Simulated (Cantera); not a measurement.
# Hydrocarbon pyrolysis for carbon deposition

An isothermal, constant-pressure homogeneous reactor starts with 3.23 % C2H6, 96.8 % N2, at 1575 K and 158 Torr.

Computed with Cantera and GRI-Mech 3.0 (53 species, 325 reactions). GRI-Mech 3.0 stops at C3 and has no aromatics, soot or wall deposition, so with more carbon than oxygen in the feed, carbon stays in small species such as C2H2 where larger ones or solid carbon would form.

| t (s) | x C2H6 | x CH3 | x HCN | x H | x C2H2 | x CH4 | x C2H |
|---|---|---|---|---|---|---|---|
| 0.000200 | 0.0180 | 0.00347 | 5.62e-7 | 0.000163 | 0.000682 | 0.00257 | 3.20e-8 |
| 0.000460 | 0.00630 | 0.00218 | 1.10e-6 | 0.000193 | 0.00435 | 0.00620 | 1.11e-7 |
| 0.00106 | 0.000728 | 0.000767 | 1.50e-6 | 0.000145 | 0.0124 | 0.00848 | 1.56e-7 |
| 0.00243 | 7.00e-5 | 0.000262 | 1.58e-6 | 6.30e-5 | 0.0186 | 0.00865 | 8.47e-8 |
| 0.00558 | 1.31e-5 | 0.000115 | 1.59e-6 | 3.00e-5 | 0.0222 | 0.00858 | 4.40e-8 |
| 0.0128 | 4.45e-6 | 6.67e-5 | 1.59e-6 | 1.82e-5 | 0.0245 | 0.00851 | 2.81e-8 |
| 0.0295 | 2.96e-6 | 5.48e-5 | 1.59e-6 | 1.56e-5 | 0.0259 | 0.00839 | 2.46e-8 |
| 0.0678 | 2.78e-6 | 5.34e-5 | 1.60e-6 | 1.59e-5 | 0.0264 | 0.00815 | 2.51e-8 |
| 0.156 | 2.47e-6 | 5.04e-5 | 1.61e-6 | 1.62e-5 | 0.0266 | 0.00764 | 2.55e-8 |
| 0.358 | 1.91e-6 | 4.46e-5 | 1.63e-6 | 1.68e-5 | 0.0271 | 0.00667 | 2.62e-8 |
| 0.823 | 1.15e-6 | 3.49e-5 | 1.68e-6 | 1.80e-5 | 0.0278 | 0.00512 | 2.75e-8 |
| 1.89 | 4.88e-7 | 2.29e-5 | 1.76e-6 | 1.95e-5 | 0.0287 | 0.00325 | 2.93e-8 |
| 4.35 | 1.42e-7 | 1.25e-5 | 1.88e-6 | 2.09e-5 | 0.0294 | 0.00171 | 3.10e-8 |
| 10.0 | 3.31e-8 | 5.99e-6 | 2.03e-6 | 2.18e-5 | 0.0299 | 0.000803 | 3.21e-8 |
x: mole fraction; the columns are a selection and need not sum to one.

Equilibrium at this temperature and pressure: C2H6 8.93e-10, CH3 8.26e-7, HCN 0.0444, H 2.24e-5, C2H2 0.00803, CH4 0.000110, C2H 8.72e-9 (gas phase only).
